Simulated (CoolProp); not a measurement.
Properties of trans-2-butene along the isotherm 525 K (Tc = 428.6 K, pc = 4019 kPa, ω = 0.210).

The numbers come from the reference Helmholtz-energy equation of state, Lemmon 2005 in CoolProp. It is a short technical equation, of lower accuracy than the large ones.

```tsv
p (kPa)	phase	density (kg/m³)	cv (kJ/(kg K))	isothermal compressibility (1/MPa)	expansivity (1/kK)	fugacity coefficient
670	gas	8.875	2.227	1.539	2.113	0.9709
1340	gas	18.32	2.236	0.7949	2.355	0.9424
2010	gas	28.42	2.246	0.5488	2.636	0.9145
2680	gas	39.25	2.256	0.4272	2.964	0.8870
3350	gas	50.92	2.266	0.3553	3.346	0.8602
4020	supercritical	63.53	2.277	0.3081	3.788	0.8340
4690	supercritical	77.18	2.287	0.2748	4.293	0.8083
5360	supercritical	91.97	2.298	0.2495	4.857	0.7834
6030	supercritical	107.9	2.309	0.2290	5.467	0.7592
6700	supercritical	125.1	2.318	0.2109	6.095	0.7359
7370	supercritical	143.2	2.327	0.1937	6.694	0.7134
8040	supercritical	___	2.334	0.1764	7.203	0.6920
8710	supercritical	181.4	___	0.1585	___	0.6716
9380	supercritical	200.5	2.342	0.1402	7.709	0.6524
10000	supercritical	217.5	2.343	0.1234	7.660	0.6358
```

Problem. Fill in the missing entries.

Solution. 
- 8040, density (kg/m³): 162.1
- 8710, cv (kJ/(kg K)): 2.339
- 8710, expansivity (1/kK): 7.557
